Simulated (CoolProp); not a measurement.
A single-stage vapour-compression cycle with n-perfluorobutane: evaporating at 308.15 K (dew point), condensing at 330.15 K (bubble point), superheat 8 K, subcooling 2 K, compressor efficiency 0.65, no pressure losses. Each further row changes one setting.

Values from CoolProp's reference Helmholtz-energy equation of state, Gao 2022.

```csv
case,cooling COP,pressure ratio,discharge temperature (K),refrigerating effect (kJ/kg),volumetric capacity (kJ/m³)
as stated,7.66,1.83,330.1,67.8,2510
evaporating temperature 313.15 K,10.6,?,331.9,71.7,?
condensing temperature 325.15 K,10.5,1.61,?,73.8,2740
subcooling 7 K,8.34,1.83,330.1,73.8,2740
superheat 18 K,?,1.83,340.0,77.0,2730
compressor efficiency 0.55,6.48,1.83,?,67.8,2510
```

Task: Some entries are withheld; supply them.

Result: 
- evaporating temperature 313.15 K, pressure ratio: 1.58
- evaporating temperature 313.15 K, volumetric capacity (kJ/m³): 3070
- condensing temperature 325.15 K, discharge temperature (K): 326.9
- superheat 18 K, cooling COP: 8.24
- compressor efficiency 0.55, discharge temperature (K): 331.7

The compression ends wet for: as stated; subcooling 7 K.
